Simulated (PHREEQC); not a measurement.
1 kg of water holding 0.24 mol/kgw KCl, 0.002 mol/kgw CaSO4, 0.24 mol/kgw MgBr2 and 0.028 mol/kgw NaBr is evaporated at 25 °C; the solids stay in contact with the brine. CO2 from the air is kept out. Solids allowed: Arcanite, Bischofite, Bloedite, Brucite, Carnallite, Epsomite, Glaserite, Glauberite, Gypsum, Anhydrite, Halite, Hexahydrite, Kainite, Kieserite, Leonite, Mirabilite, Misenite, Polyhalite, Portlandite, Schoenite, Sylvite, Syngenite, Thenardite, MgCl2_4H2O. Others were left out.

Computed with PHREEQC (Pitzer model, pitzer.dat).

```
water left (kg)  ionic strength  water activity  Br in solution (mol/kgw)  Na in solution (mol/kgw)  Cl in solution (mol/kgw)
---------------  --------------  --------------  ------------------------  ------------------------  ------------------------
1                         0.996           0.979                     0.508                    0.0280                     0.240
0.8219                     1.21      (withheld)                     0.618                    0.0341                     0.292
0.6755                     1.47      (withheld)                     0.752                    0.0415                     0.355
0.5552                     1.79      (withheld)                     0.915                    0.0504                     0.432
0.4563                     2.18      (withheld)                      1.11                    0.0614                     0.526
0.375                      2.66      (withheld)                      1.35                    0.0747                     0.640
0.3082                     3.23      (withheld)                      1.65                    0.0908                     0.779
0.2533                     3.93      (withheld)                      2.01                     0.111                     0.947
0.2082                     4.78           0.869                      2.44                     0.134                      1.15
0.1711                     5.82      (withheld)                      2.97                     0.164                      1.40
0.1407                     7.08           0.777                      3.61                     0.199                      1.71
```

### Question
Complete the blanks.

### Answer

- 0.8219, water activity: 0.974
- 0.6755, water activity: 0.968
- 0.5552, water activity: 0.960
- 0.4563, water activity: 0.950
- 0.375, water activity: 0.938
- 0.3082, water activity: 0.921
- 0.2533, water activity: 0.898
- 0.1711, water activity: 0.829

Complexes and solids missing from the database can't appear.
